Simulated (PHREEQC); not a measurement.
# Buffer: speciation

Solution (15 °C): 0.01 mol HF and 0.9 mol K2HPO4 per kg of water. Closed to the air; pH follows from the charge balance.

Computed with PHREEQC (ion-association model, phreeqc.dat).

No solid was allowed to form.

### Question
Estimate the pH, density.

### Answer
pH 8.32; density 1.118 g/cm³.

### Question
In which forms is K present?

### Answer
K+ 87 %, KHPO4- 13 % of the K.

Ionic strength above about 0.7 mol/kgw puts this run outside the model's range.
